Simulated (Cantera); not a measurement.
A closed system holds: 1 mol Pb, 0.13 mol H2, 0.29 mol N2, at 1500 K and 45.8 Torr.

These are equilibrium values from Cantera (NASA tables, ideal gas, pure condensed phases), not measurements of a reactor. Candidate condensed phases: Pb; 11 gas species. The numbers say what is thermodynamically allowed, not how fast it happens.

Base state: N2 0.412, Pb 0.403, H2 0.185, Pb2 0.000169, H 3.06e-5 (mole fractions); condensed: Pb(l).

Problem. What changes in the equilibrium state with this change: temperature from 1500 K to 1148 K?

Solution. 
| species | before | after |
|---|---|---|
| N2 | 0.412 | 0.687 |
| H2 | 0.185 | 0.308 |
| Pb | 0.403 | 0.00459 |
| Pb2 | 0.000169 | 9.82e-8 |
| H | 3.06e-5 | 1.61e-7 |
| Pb(l), mol | 0.717 | 0.998 |
